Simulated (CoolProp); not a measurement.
R365MFC along the isotherm 500 K: Z from the reference equation and from simpler models built on Tc = 460.0 K, pc = 32.66 bar, ω = 0.377; each cubic takes its own stable root.

Model: reference Helmholtz-energy equation of state, Lemmon 2016, in CoolProp.

```json
[
 {"p (bar)": "0.155", "phase": "gas", "reference": "0.9987", "Redlich-Kwong": "0.9987", "Soave-Redlich-Kwong": "0.9988"},
 {"p (bar)": "0.261", "phase": "gas", "reference": "0.9978", "Redlich-Kwong": "0.9979", "Soave-Redlich-Kwong": "0.9980"},
 {"p (bar)": "0.441", "phase": "gas", "reference": "0.9962", "Redlich-Kwong": "0.9964", "Soave-Redlich-Kwong": "0.9966"},
 {"p (bar)": "0.745", "phase": "gas", "reference": "0.9936", "Redlich-Kwong": "0.9939", "Soave-Redlich-Kwong": "0.9943"},
 {"p (bar)": "1.26", "phase": "gas", "reference": "0.9892", "Redlich-Kwong": "0.9896", "Soave-Redlich-Kwong": "0.9903"},
 {"p (bar)": "2.12", "phase": "gas", "reference": "0.9818", "Redlich-Kwong": "0.9825", "Soave-Redlich-Kwong": "0.9836"},
 {"p (bar)": "3.58", "phase": "gas", "reference": "0.9691", "Redlich-Kwong": "…", "Soave-Redlich-Kwong": "0.9722"},
 {"p (bar)": "6.04", "phase": "gas", "reference": "0.9475", "Redlich-Kwong": "0.9492", "Soave-Redlich-Kwong": "…"},
 {"p (bar)": "10.2", "phase": "gas", "reference": "0.9101", "Redlich-Kwong": "…", "Soave-Redlich-Kwong": "0.9185"},
 {"p (bar)": "17.2", "phase": "gas", "reference": "…", "Redlich-Kwong": "0.8465", "Soave-Redlich-Kwong": "0.8583"},
 {"p (bar)": "29", "phase": "gas", "reference": "…", "Redlich-Kwong": "0.7190", "Soave-Redlich-Kwong": "…"},
 {"p (bar)": "49", "phase": "supercritical", "reference": "0.5110", "Redlich-Kwong": "0.4456", "Soave-Redlich-Kwong": "0.5276"}
]
```

Question: Fill in the missing entries.

Answer: 
- 3.58, Redlich-Kwong: 0.9702
- 6.04, Soave-Redlich-Kwong: 0.9526
- 10.2, Redlich-Kwong: 0.9124
- 17.2, reference: 0.8449
- 29, reference: 0.7282
- 29, Soave-Redlich-Kwong: 0.7458
